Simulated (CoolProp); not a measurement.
n-perfluoropentane along the isobar 0.327 MPa: Z from the reference equation and from simpler models built on Tc = 421.0 K, pc = 2.063 MPa, ω = 0.436; each cubic takes its own stable root.

Computed with CoolProp (reference Helmholtz-energy equation of state, Gao 2022).

| T (K) | phase | reference | van der Waals | Soave-Redlich-Kwong | Peng-Robinson |
|---|---|---|---|---|---|
| 231.2 | liquid | 0.02710 | 0.04522 | 0.02920 | 0.02596 |
| 248.2 | liquid | 0.02594 | 0.04323 | 0.02786 | 0.02473 |
| 265.2 | liquid | 0.02499 | 0.04164 | 0.02678 | 0.02374 |
| 282.1 | liquid | 0.02422 | 0.8629 | 0.02597 | 0.02299 |
| 299.1 | liquid | 0.02363 | 0.8825 | (withheld) | (withheld) |
| 316 | liquid | 0.02320 | 0.8981 | 0.02507 | 0.02213 |
| 333 | liquid | (withheld) | 0.9109 | 0.02505 | 0.02209 |
| 349.9 | gas | 0.8839 | 0.9215 | 0.8877 | 0.8807 |
| 366.9 | gas | 0.9041 | 0.9304 | (withheld) | 0.8990 |
| 383.8 | gas | 0.9197 | 0.9379 | 0.9203 | 0.9138 |
| 400.8 | gas | 0.9321 | 0.9444 | 0.9323 | 0.9261 |
| 417.7 | gas | 0.9421 | 0.9500 | 0.9423 | 0.9362 |
| 434.7 | gas | 0.9503 | 0.9548 | 0.9506 | (withheld) |
| 451.6 | gas | 0.9572 | 0.9590 | 0.9577 | 0.9521 |
| 468.6 | gas | 0.9629 | 0.9628 | 0.9637 | (withheld) |
| 485.5 | gas | 0.9678 | 0.9661 | 0.9688 | 0.9637 |

What belongs in the gaps?


- 299.1, Soave-Redlich-Kwong: 0.02539
- 299.1, Peng-Robinson: 0.02244
- 333, reference: 0.02297
- 366.9, Soave-Redlich-Kwong: 0.9058
- 434.7, Peng-Robinson: 0.9449
- 468.6, Peng-Robinson: 0.9584

At some of these states van der Waals gives the other phase, because its saturation line lies elsewhere.
